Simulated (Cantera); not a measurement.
Input (Python, Cantera):

```python
import numpy as np
import cantera as ct

gas = ct.Solution("gri30.yaml")
gas.TPX = 1550, 29000, {'CH4': 1, 'N2': 32}
inlet = ct.Reservoir(gas, clone=True)

reactor = ct.IdealGasConstPressureReactor(gas, energy="off", clone=False)
exhaust = ct.Reservoir(gas, clone=True)
tau = [2.1, 0.68, 0.22, 0.07, 0.022, 0.0072, 0.0023, 0.00074, 0.00024][0]
for a, b in ((inlet, reactor), (reactor, exhaust)):
    ct.MassFlowController(a, b, mdot=lambda t: reactor.mass / tau)
net = ct.ReactorNet([reactor])
show = ['CH4', 'C2H', 'HCN', 'CH2', 'CH3', 'H2']

rows = []
print(f"{'tau/s':>10s}{'T/K':>9s}" + "".join(f"{s:>11s}" for s in show))
for tau in [2.1, 0.68, 0.22, 0.07, 0.022, 0.0072, 0.0023, 0.00074, 0.00024]:
    net.initial_time = 0.0
    net.advance(30 * tau)
    before = gas.X
    net.advance(40 * tau)
    drift = np.max(np.abs(gas.X - before) / (gas.X + 1e-9))
    rows.append([gas.T, *gas[show].X, drift])
    print(f"{tau:10.3e}{gas.T:9.1f}" + "".join(f"{x:11.3e}" for x in gas[show].X))
```

Output:

```
     tau/s      T/K        CH4        C2H        HCN        CH2        CH3         H2
 2.100e+00   1550.0  1.118e-02  5.753e-09  1.853e-07  1.145e-08  5.523e-05  2.768e-02
 6.800e-01   1550.0  1.680e-02  4.058e-09  6.858e-08  1.711e-08  8.365e-05  1.935e-02
 2.200e-01   1550.0  2.227e-02  2.407e-09  2.064e-08  2.417e-08  1.161e-04  1.112e-02
 7.000e-02   1550.0  2.655e-02  9.707e-10  4.141e-09  2.957e-08  1.422e-04  4.704e-03
 2.200e-02   1550.0  2.924e-02  1.525e-10  3.109e-10  2.221e-08  1.292e-04  1.076e-03
 7.200e-03   1550.0  3.012e-02  8.888e-12  1.089e-11  7.126e-09  7.225e-05  1.335e-04
 2.300e-03   1550.0  3.027e-02  2.557e-13  6.383e-13  1.235e-09  2.915e-05  2.021e-05
 7.400e-04   1550.0  3.029e-02  2.125e-15  4.752e-14  1.644e-10  1.016e-05  5.321e-06
 2.400e-04   1550.0  3.030e-02  8.402e-18  3.434e-15  2.142e-11  3.330e-06  1.657e-06
```

Cantera simulation using GRI-Mech 3.0 (53 species, 325 reactions); the numbers are that mechanism's predictions, not measurements. GRI-Mech 3.0 stops at C3 and has no aromatics, soot or wall deposition, so with more carbon than oxygen in the feed, carbon stays in small species such as C2H2 where larger ones or solid carbon would form.
